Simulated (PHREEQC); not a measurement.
Dissolve 0.0015 mol/kgw PbCl2, 0.00015 mol/kgw NaCl, 0.0012 mol/kgw Zn(NO3)2 and 0.0013 mol/kgw HF at 20 °C. Closed to the air; pH follows from the charge balance.

Equilibrium calculation in PHREEQC: ion-association model, wateq4f.dat.

No solid was allowed to form.

What pH, ionic strength does the model give?

pH 3.18; ionic strength 0.00866 mol/kgw.

In which forms is Cl present?

Cl- 97 %, PbCl+ 3.1 % of the Cl.

The solution is supersaturated, for example in Matlockite, so a real one may precipitate; this is no full list. Complexes and solids missing from the database can't appear.
